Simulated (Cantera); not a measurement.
**Low-pressure radical oxidation in H2/O2**

An isothermal, constant-pressure homogeneous reactor starts with 5.57 % H2, 94.4 % O2, at 948 K and 0.0290 bar.

Computed with Cantera and GRI-Mech 3.0 (53 species, 325 reactions). Radical loss at walls, strong at low pressure, is not modelled. Below about 950 K walls govern HO2 and H2O2 in real vessels. The temperature is held fixed by assumption; the heat of reaction is taken as removed at once.

```tsv
t (s)	x H2	x O2	x O	x OH	x H2O2	x H
1.00e-5	0.0557	0.944	<1e-12	<1e-12	<1e-12	2.35e-12
6.13e-5	0.0557	0.944	4.09e-12	3.06e-12	<1e-12	1.24e-11
0.000376	0.0557	0.944	1.44e-10	6.40e-11	<1e-12	1.25e-10
0.00231	0.0557	0.944	3.03e-6	1.24e-6	3.49e-11	2.26e-6
0.0141	0.000419	0.941	0.00129	0.000361	3.13e-7	0.000186
0.0867	1.72e-5	0.943	3.74e-5	4.77e-5	1.05e-7	7.17e-7
0.532	5.86e-7	0.943	1.78e-6	1.09e-5	2.59e-8	7.69e-9
3.26	9.29e-9	0.943	1.46e-7	3.12e-6	4.97e-9	1.76e-10
20.0	6.68e-10	0.943	1.80e-8	1.09e-6	9.46e-10	7.59e-12
```
x: mole fraction; the columns are a selection and need not sum to one.

Equilibrium at this temperature and pressure: H2 5.95e-12, O2 0.943, O 1.70e-10, OH 1.05e-7, H2O2 1.32e-11, H <1e-12 (gas phase only).
